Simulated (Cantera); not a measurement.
A Cantera script and what it prints.

```python
import numpy as np
import cantera as ct

gas_names = """
    O2 F2
""".split()
cond_names = """
    Ca(L) CaF2(a) CaO(s)
""".split()


# ... load() reads the species with a 1 bar reference pressure and builds the phases ...
species = {s.name: s for s in load("nasa_gas.yaml", gas_names) + load("nasa_condensed.yaml", cond_names)}
T = 1275
g = {n: (s.thermo.h(T) - T * s.thermo.s(T)) / (ct.gas_constant * T * np.log(10)) for n, s in species.items()}
valid = cond_names  # the entries whose range holds T


def stable(la, lb):
    # potentials (over RT ln 10) of the two non-metals from log10 p(O2) and log10 p(F2) in bar
    mu = {}
    mu["O"] = (g["O2"] + la) / 2
    mu["F"] = (g["F2"] + lb) / 2
    cost = {}
    for n in valid:
        c = species[n].composition
        cost[n] = (g[n] - sum(c.get(e, 0) * m for e, m in mu.items())) / c["Ca"]
    return min(cost, key=cost.get)


results = []
for lb in [1, -3.1, -7.2, -11.4, -15.5, -19.6, -23.8, -27.9, -32]:
    row = [stable(la, lb) for la in [-31, -29.4, -27.8, -26.2, -24.6, -23, -21.4, -19.8, -18.2, -16.6, -15, -13.4, -11.8, -10.2, -8.6, -7, -5.4, -3.8, -2.2, -0.6, 1]]
    results.append(row)
    print(f"{lb:6.1f}  " + " ".join(f"{valid.index(n):x}" for n in row))
print("key: " + ", ".join(f"{i:x} {n}" for i, n in enumerate(valid)))
```

Output:

```
   1.0  1 1 1 1 1 1 1 1 1 1 1 1 1 1 1 1 1 1 1 1 1
  -3.1  1 1 1 1 1 1 1 1 1 1 1 1 1 1 1 1 1 1 1 1 1
  -7.2  1 1 1 1 1 1 1 1 1 1 1 1 1 1 1 1 1 1 1 1 1
 -11.4  1 1 1 1 1 1 1 1 1 1 1 1 1 1 1 1 1 1 1 1 1
 -15.5  1 1 1 1 1 1 1 1 1 1 1 1 1 1 1 1 1 1 1 1 1
 -19.6  1 1 1 1 1 1 1 1 1 1 1 1 1 1 1 1 1 1 1 1 1
 -23.8  1 1 1 1 1 1 1 1 1 1 1 1 1 1 1 1 2 2 2 2 2
 -27.9  1 1 1 1 1 1 1 1 1 1 1 2 2 2 2 2 2 2 2 2 2
 -32.0  1 1 1 1 1 1 2 2 2 2 2 2 2 2 2 2 2 2 2 2 2
key: 0 Ca(L), 1 CaF2(a), 2 CaO(s)
```

Cantera with NASA thermochemical tables; ideal gases at 1 bar, condensed phases pure. Not in the tables: oxide halides.
